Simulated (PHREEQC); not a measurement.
Solution (25 °C): 84 mmol/kgw HNO3, 50 mmol/kgw AlCl3 and 27 mmol/kgw MnSO4. Closed to the air; pH follows from the charge balance.

The numbers come from PHREEQC with the ion-association model, wateq4f.dat.

```csv
quantity,before,after
pH,1.23,1.88
AlOH+2 (mol/kgw),2.33e-6,2.49e-6
Al(OH)2+ (mol/kgw),1.09e-10,7.60e-10
SI of Gibbsite (Al(OH)3),-6.89,-5.34
SI of Boehmite (AlOOH),-7.36,-5.81
```

Question: Name the change that produced these shifts.
(A) MnSO4 left out
(B) AlCl3 from 0.05 to 0.1 mol/kgw
(C) HNO3 from 0.084 to 0.0756 mol/kgw
(D) diluted 5-fold with water
(E) AlCl3 from 0.05 to 0.075 mol/kgw

Answer: D, diluted 5-fold with water

This is a speciation only: nothing precipitates in the calculation.
